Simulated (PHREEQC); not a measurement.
A column of 0.2 m (30 cells, dispersivity 0.016 m, 3600 s a shift, diffusion coefficient 3e-10 m²/s) holds 0.21 eq of the database's cation exchanger X per kg of pore water, first in equilibrium with 0.041 mol ZnCl2 and 1e-05 mol HCl per kg of water. It is flushed with 42 mmol/kgw CdCl2, 16 mmol/kgw KCl, 1.5 mmol/kgw SrCl2 and 0.01 mmol/kgw HCl, at 40 °C. Values are for the last cell. The system is closed to CO2. No solid was allowed to form.

The numbers come from PHREEQC with the ion-association model, phreeqc.dat.

Q: Predict Cd in solution (mol/kgw), K in solution (mol/kgw), Sr in solution (mol/kgw) at pore volumes = 0.7167, 6.55.

A: 
```tsv
pore volumes	Cd in solution (mol/kgw)	K in solution (mol/kgw)	Sr in solution (mol/kgw)
0.7167	0.000907	2.85e-6	2.36e-10
6.55	0.0395	0.0140	0.000335
```

Species that the database lacks are ignored. Constants without temperature data keep their 25 °C values here.
